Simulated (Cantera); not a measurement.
## Equilibrium for silicon nitride deposition: SiH2Cl2 + NH3 + H2

Charge: 1 mol SiH2Cl2, 2.4 mol NH3, 10 mol H2.

Method: chemical equilibrium by Gibbs-energy minimisation in Cantera with the NASA 1993 tables (ideal gas, pure condensed phases). Candidate condensed phases: NH4Cl, Si, Si3N4; 28 gas species. Mutual solubility and eutectic melting of coexisting phases are not modelled. The tables' values for SiCl3 are old estimates. The numbers say what is thermodynamically allowed, not how fast it happens.

**Question.** Map the stable condensed phases over T = 827, 877, 927, 977, 1027, 1077, 1127, 1177, 1227, 1277, 1327, 1377 °C and P in Pa = 5, 17, 59, 210, 710, 2400, 8400, 29000, 100000.

**Answer.** 
```
T in °C \ P in Pa
              5     17     59    210    710   2400   8400  29000 100000
   1377       A      A      A      A      A      B      B      B      B
   1327       A      A      A      A      B      B      B      B      B
   1277       A      A      A      C      B      B      B      B      B
   1227       A      A      A      B      B      B      B      B      B
   1177       A      A      B      B      B      B      B      B      B
   1127       A      B      B      B      B      B      B      B      B
   1077       B      B      B      B      B      B      B      B      B
   1027       B      B      B      B      B      B      B      B      B
    977       B      B      B      B      B      B      B      B      B
    927       B      B      B      B      B      B      B      B      B
    877       B      B      B      B      B      B      B      B      B
    827       B      B      B      B      B      B      B      B      B
```
A: Si; B: Si3N4; C: Si + Si3N4.
